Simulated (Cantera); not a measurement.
Charge: 1 mol Si3N4, 0.037 mol C, 4.1 mol N2, held at 1723 K and 0.0430 bar.

These are equilibrium values from Cantera (NASA tables, ideal gas, pure condensed phases), not measurements of a reactor. Candidate condensed phases: C, Si, SiC, Si3N4; 20 gas species. Mutual solubility and eutectic melting of coexisting phases are not modelled. Rates play no part.

Base state: N2 1.000 (mole fractions); condensed: SiC(s) + Si3N4(s).

Question: What changes in the equilibrium state with this change: pressure from 0.0430 bar to 7.60 bar?

Answer: 
| species | before | after |
|---|---|---|
| N2 | 1.000 | 1.00 |
| SiC(s), mol | 0.0370 | 0 |
| Si3N4(s), mol | 0.988 | 1.00 |
| C(graphite), mol | 0 | 0.0370 |
